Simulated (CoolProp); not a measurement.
Saturation properties of carbon monoxide (Tc = 132.9 K, pc = 3498 kPa, ω = 0.050).

The numbers come from the reference Helmholtz-energy equation of state, Lemmon 2006 in CoolProp. It is a short technical equation, of lower accuracy than the large ones.

| T (K) | p (kPa) | liquid density (kg/m³) | vapour density (kg/m³) | enthalpy of vaporisation (kJ/kg) | surface tension (mN/m) |
|---|---|---|---|---|---|
| 93.9 | 336.3 | 736.6 | 13.35 | 195.7 | 6.95 |
| 96.9 | 429.6 | 721.6 | 16.86 | 190.3 | 6.34 |
| 99.9 | 540.4 | 705.9 | 21.05 | 184.4 | 5.74 |
| 102.9 | 670.5 | 689.6 | 26.02 | 178.2 | 5.14 |
| 106 | 827.4 | 671.9 | 32.12 | 171.1 | 4.54 |
| 109 | 1003 | 653.7 | 39.13 | 163.7 | 3.96 |
| 112 | 1203 | 634.4 | 47.44 | 155.6 | 3.39 |
| 115 | 1431 | 613.6 | 57.37 | 146.5 | 2.84 |
| 118 | 1688 | 591.0 | 69.34 | 136.4 | 2.30 |
| 121 | 1976 | 565.9 | 84.03 | 124.9 | 1.77 |
| 124 | 2300 | 537.2 | 102.6 | 111.3 | 1.27 |

It boils at 81.6 K under 1 atm.

Surface tension comes from a separate correlation (Mulero 2012).
